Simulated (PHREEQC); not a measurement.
0.028 g of hydrous ferric oxide (600 m²/g; 0.2 weak and 0.005 strong sites per Fe, Dzombak-Morel constants, diffuse double layer) in 1 kg of water with 0.001 mol/kgw of an inert sodium salt and 6.6e-07 mol SrCl2 and 1e-05 mol ZnCl2, at 25 °C; the pH is set by adding NaOH or the inert anion's acid. Oxygen alone is held at its pressure in air (log pO2 = -0.68). No CO2 enters from the air. Precipitation was switched off in this run.

Base run: PHREEQC, ion-association model, wateq4f.dat. Each further column changes one thing. The table gives Zn sorbed (%).

```csv
pH,base,no electrostatic term (-no_edl),background salt from 0.001 to 0.0001 mol/kgw,oxide from 0.028 to 0.14 g/kgw,2.4e-05 mol/kgw NiCl2 added
3,0.0,0.0,0.0,0.0,0.0
3.38,0.0,0.0,0.0,0.0,0.0
3.75,0.0,0.0,0.0,0.0,0.0
4.5,0.0,0.1,0.0,0.1,0.0
4.88,0.1,0.4,0.1,0.4,0.1
5.25,0.4,1.9,0.3,1.9,0.4
5.62,1.7,6.9,1.6,8.1,1.6
6.38,13.2,25.5,13.2,52.2,9.7
6.75,22.2,49.1,22.3,75.4,16.8
7.12,41.1,76.7,41.7,91.5,32.7
7.5,69.7,91.6,70.5,98.1,54.4
8.25,97.0,98.1,97.2,99.9,78.7
8.62,98.7,97.9,98.8,100.0,77.8
9,99.1,95.4,99.1,100.0,69.5
```

The oxide is taken as insoluble; below pH 4 it would dissolve. In at least one series the solution becomes supersaturated in solids that the run did not let form, among them Zincite(c), Ni(OH)2.
